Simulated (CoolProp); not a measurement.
Saturation properties of CF4 (R14) (Tc = 227.4 K, pc = 3.762 MPa, ω = 0.178).

The numbers come from the reference Helmholtz-energy equation of state, Platzer 1990 in CoolProp. This equation is an older, rougher fit; its heat capacities, sound speeds and derivatives of the liquid may be far off and weren't checked against measurements.

```csv
T (K),p (MPa),vapour density (kg/m³),surface tension (mN/m),liquid viscosity (µPa s),liquid conductivity (mW/(m K))
158.1,0.2326,16.66,9.71,186,85.8
163,0.3063,21.62,8.86,172,82.1
167.8,0.3944,27.54,8.05,160,78.5
172.6,0.5002,34.66,7.26,149,74.9
177.4,0.6258,43.21,6.48,138,71.4
182.2,0.7735,53.41,5.72,129,67.8
187,0.9454,65.58,4.98,120,64.2
191.9,1.148,80.45,4.24,111,60.6
196.7,1.377,97.97,3.55,103,57.0
```

It boils at 145.1 K under 1 atm.

Viscosity comes from a separate model (Huber 2003), an estimate that may be off by 10 % or more. Thermal conductivity comes from a separate model (Huber 2003), an estimate that may be off by 10 % or more. Surface tension comes from a separate correlation (Mulero 2012).
